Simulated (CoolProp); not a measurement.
Vapour-liquid equilibrium of R245fa (1) + isopentane (2) at 355.3 K; x and y are mole fractions of (1).

The numbers come from the multi-fluid Helmholtz-energy mixture model, Akasaka 2015 and Lemmon 2006; pair parameters Bell 2016 in CoolProp.

```
x     bubble pressure (MPa)  y at the bubble point  dew pressure at overall composition x (MPa)  liquid density (mol/L)
----  ---------------------  ---------------------  -------------------------------------------  ----------------------
0.05                 0.5681                      …                                            …                   7.641
0.2                  0.7623                      …                                            …                   7.649
0.35                      …                  0.557                                       0.6898                   7.676
0.5                  0.9361                  0.630                                       0.8224                   7.748
0.65                      …                  0.689                                       0.9480                   7.896
0.8                  0.9598                  0.760                                       0.9460                   8.150
0.95                 0.8907                  0.904                                            …                   8.524
```

What belongs in the gaps?


- 0.05, y at the bubble point: 0.172
- 0.05, dew pressure at overall composition x (MPa): 0.5044
- 0.2, y at the bubble point: 0.435
- 0.2, dew pressure at overall composition x (MPa): 0.5850
- 0.35, bubble pressure (MPa): 0.8761
- 0.65, bubble pressure (MPa): 0.9627
- 0.95, dew pressure at overall composition x (MPa): 0.8631

y crosses x between x = 0.65 and 0.8: the model has an azeotrope there.

Pair parameters are fitted to limited data, so mixtures are less certain than the pure fluids.
